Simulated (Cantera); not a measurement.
Gas activation for diamond growth

A perfectly stirred reactor is fed with 1.75 % CH₄, 97.3 % H₂, 0.925 % CO₂, at 0.0217 atm; it is held at 2200 K, and followed from long to short residence time.

Detailed kinetics in Cantera: GRI-Mech 3.0 (53 species, 325 reactions). GRI-Mech 3.0 stops at C3 and has no aromatics, soot or wall deposition, so with more carbon than oxygen in the feed, carbon stays in small species such as C2H2 where larger ones or solid carbon would form. Radical loss at walls, strong at low pressure, is not modelled.

| τ (s) | x CH₄ | x H₂ | x CO₂ | x H₂O₂ | x HO₂ |
|---|---|---|---|---|---|
| 21 | 4.58e-5 | 0.942 | 4.85e-7 | <1e-12 | <1e-12 |
| 3.6 | 0.000127 | 0.945 | 2.98e-6 | <1e-12 | <1e-12 |
| 0.62 | 0.000432 | 0.951 | 1.79e-5 | <1e-12 | <1e-12 |
| 0.11 | 0.00154 | 0.956 | 9.83e-5 | <1e-12 | <1e-12 |
| 0.018 | 0.00538 | 0.958 | 0.000719 | <1e-12 | <1e-12 |
| 0.0031 | 0.0130 | 0.963 | 0.00426 | <1e-12 | <1e-12 |
| 0.00053 | 0.0169 | 0.971 | 0.00881 | <1e-12 | <1e-12 |
x: mole fraction; the columns are a selection and need not sum to one.
